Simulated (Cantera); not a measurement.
**Si2H6 + O2 + H2 (silicon oxide and oxynitride deposition)**

Feed: 1 mol Si2H6, 0.28 mol O2, 1.2 mol H2, equilibrated at 0.133 bar.

Cantera equilibrium calculation (NASA polynomials, part measured and part estimated; ideal gas, pure solids and liquids). Candidate condensed phases: H2O, Si, SiO2; 18 gas species. The feed counts by its element totals alone. Mutual solubility and eutectic melting of coexisting phases are not modelled. The tables hold silica as quartz up to 1696 K and as liquid above; real silica turns to tridymite and cristobalite and melts near 1996 K. Gases not in the tables: Si2H6 and higher silanes. Rates play no part.

From 1175 K to 1675 K the condensed part is Si(s) + SiO2(β-quartz). From 1775 K to 1975 K the condensed part is Si(l). The main Si-bearing gas is SiO throughout.

```tsv
T (K)	x H2	x SiO	x H	x Si	x SiH2	x SiH	x H2O	x Si2	n Si(s)	n SiO2(β-quartz)	n Si(l)
1175	1.000	1.93e-6	3.36e-7	4.01e-12	7.10e-9	2.59e-11	3.76e-8	<1e-12	1.72	0.280	0
1275	1.000	3.06e-5	2.02e-6	1.45e-10	4.94e-8	5.04e-10	1.92e-7	<1e-12	1.72	0.280	0
1375	1.000	0.000322	9.38e-6	3.08e-9	2.58e-7	6.33e-9	7.65e-7	1.48e-12	1.72	0.279	0
1475	0.998	0.00245	3.55e-5	4.31e-8	1.08e-6	5.61e-8	2.51e-6	4.60e-11	1.71	0.275	0
1575	0.986	0.0142	0.000113	4.31e-7	3.70e-6	3.73e-7	7.00e-6	9.16e-10	1.69	0.250	0
1675	0.933	0.0667	0.000307	3.26e-6	1.05e-5	1.93e-6	1.65e-5	1.27e-8	1.57	0.130	0
1775	0.882	0.118	0.000744	1.65e-5	2.21e-5	6.93e-6	1.86e-5	9.21e-8	0	0	1.44
1875	0.881	0.118	0.00168	6.79e-5	4.38e-5	2.16e-5	1.35e-5	5.10e-7	0	0	1.44
1975	0.879	0.117	0.00351	0.000242	8.08e-5	5.97e-5	1.01e-5	2.36e-6	0	0	1.44
```
x: gas mole fraction; n: condensed amount in mol.
